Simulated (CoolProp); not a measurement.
Toluene at several states: density (kg/m³) from the reference equation and from simpler models built on Tc = 591.7 K, pc = 41.26 bar, ω = 0.266; each cubic takes its own stable root.

Computed with CoolProp (reference Helmholtz-energy equation of state, Lemmon 2006). It is a short technical equation, of lower accuracy than the large ones.

```csv
T (K),p (bar),phase,reference,van der Waals,Soave-Redlich-Kwong,Peng-Robinson
398.2,54,liquid,?,468.1,695.1,?
238.1,0.241,liquid,?,?,?,?
569.3,218,liquid,632.0,?,575.3,642.2
```

**Question.** Some entries are withheld; supply them.

**Answer.** 
- 398.2, reference: 772.0
- 398.2, Peng-Robinson: 784.3
- 238.1, reference: 917.8
- 238.1, van der Waals: 532.7
- 238.1, Soave-Redlich-Kwong: 804.4
- 238.1, Peng-Robinson: 902.2
- 569.3, van der Waals: 439.5
